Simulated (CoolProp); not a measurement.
R1233zd(E) along the isotherm 450 K: density (kg/m³) from the reference equation and from simpler models built on Tc = 438.9 K, pc = 3.583 MPa, ω = 0.304; each cubic takes its own stable root.

Computed with CoolProp (reference Helmholtz-energy equation of state, Akasaka 2022).

```
p (MPa)          phase   reference   ideal gas  Soave-Redlich-Kwong
-------  -------------  ----------  ----------  -------------------
1.38               gas       55.75       48.13           (withheld)
2.76               gas       139.4       96.26                136.7
4.13     supercritical  (withheld)       144.0                352.4
5.51     supercritical       726.3       192.2                592.2
6.89     supercritical       793.2       240.3                666.3
8.27     supercritical       833.3  (withheld)           (withheld)
9.65     supercritical       862.7       336.6                750.3
11       supercritical       885.7       383.7                779.2
12.4     supercritical       905.7  (withheld)                804.5
13.8     supercritical       923.0       481.3                826.4
15.2     supercritical       938.3       530.1                845.8
16.5     supercritical  (withheld)       575.5                862.1
17.9     supercritical  (withheld)       624.3                878.0
```

Fill in the missing entries.


- 1.38, Soave-Redlich-Kwong: 55.36
- 4.13, reference: 393.3
- 8.27, ideal gas: 288.4
- 8.27, Soave-Redlich-Kwong: 714.1
- 12.4, ideal gas: 432.5
- 16.5, reference: 951.1
- 17.9, reference: 963.7
